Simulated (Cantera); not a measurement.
Input: 1 mol MgO, 0.025 mol C, 0.17 mol H2, held at 2625 K and 0.120 bar.

Cantera equilibrium calculation (NASA polynomials, part measured and part estimated; ideal gas, pure solids and liquids). Candidate condensed phases: C, C6H6, C7H8, C8H18, H2O, Mg, MgCO3, MgO, Mg(OH)2; 116 gas species. The tables' values for MgH are old estimates; treat these amounts as uncertain. Rates play no part.

Base state: H2 0.394, Mg 0.262, H2O 0.161, CO 0.0832, H 0.0769, OH 0.00744, MgOH 0.00637, CO2 0.00518 (mole fractions); condensed: MgO(s).

**Question.** What changes in the equilibrium state with this change: C from 0.025 to 0.14 mol?

**Answer.** 
```tsv
species	before	after
Mg	0.262	0.358
CO	0.0832	0.261
H2	0.394	0.229
H2O	0.161	0.0683
CO2	0.00518	0.0119
H	0.0769	0.0587
Mg(OH)2	0.000277	0.000118
O2	0.000155	8.32e-5
OH	0.00744	0.00416
MgO(s), mol	0.923	0.813
```

**Question.** What changes in the equilibrium state with this change: pressure from 0.120 bar to 0.580 bar?

**Answer.** 
```json
[
 {"species": "H2", "before": "0.394", "after": "0.596"},
 {"species": "Mg", "before": "0.262", "after": "0.177"},
 {"species": "CO", "before": "0.0832", "after": "0.100"},
 {"species": "H2O", "before": "0.161", "after": "0.0741"},
 {"species": "H", "before": "0.0769", "after": "0.0430"},
 {"species": "O2", "before": "0.000155", "after": "2.99e-6"},
 {"species": "O", "before": "0.000937", "after": "5.92e-5"},
 {"species": "OH", "before": "0.00744", "after": "0.00127"},
 {"species": "MgO", "before": "0.00191", "after": "0.000395"},
 {"species": "MgO(s), mol", "before": "0.923", "after": "0.955"}
]
```
